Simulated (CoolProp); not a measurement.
Saturated liquid density (kg/m³) of R1123: the reference equation beside estimates from Tc = 58.6 °C, pc = 4.549 MPa, ω = 0.243.

The numbers come from the reference Helmholtz-energy equation of state, Akasaka 2020 in CoolProp.

| T (°C) | reference | van der Waals | Redlich-Kwong | Soave-Redlich-Kwong |
|---|---|---|---|---|
| -30.15 | 1242 | 749.5 | 1079 | 1124 |
| -27.85 | 1233 | 744.5 | 1070 | [?] |
| -25.65 | 1225 | 739.7 | 1061 | 1107 |
| -23.45 | 1217 | 734.7 | 1053 | 1098 |
| -21.15 | 1209 | 729.5 | [?] | 1089 |
| -18.95 | 1200 | 724.4 | 1034 | 1080 |
| -16.75 | 1192 | 719.2 | 1025 | 1071 |
| -14.55 | 1183 | 714.0 | 1015 | 1061 |
| -12.25 | 1174 | 708.4 | 1005 | 1051 |
| -10.05 | 1166 | 702.9 | 995.5 | 1042 |
| -7.85 | [?] | 697.4 | 985.6 | 1032 |
| -5.65 | 1147 | 691.8 | 975.4 | 1022 |
| -3.35 | 1138 | 685.8 | 964.6 | [?] |
| -1.15 | 1128 | 679.9 | 954.1 | 1000.0 |
| 1.05 | 1119 | 674.0 | 943.3 | 989.1 |

Problem. What belongs in the gaps?

Solution. 
- -27.85, Soave-Redlich-Kwong: 1115
- -21.15, Redlich-Kwong: 1043
- -7.85, reference: 1157
- -3.35, Soave-Redlich-Kwong: 1011

Absolute difference from the reference over all 15 rows, mean and median: van der Waals 39.7 and 39.7 %, Redlich-Kwong 14.3 and 14.2 %, Soave-Redlich-Kwong 10.4 and 10.3 %.
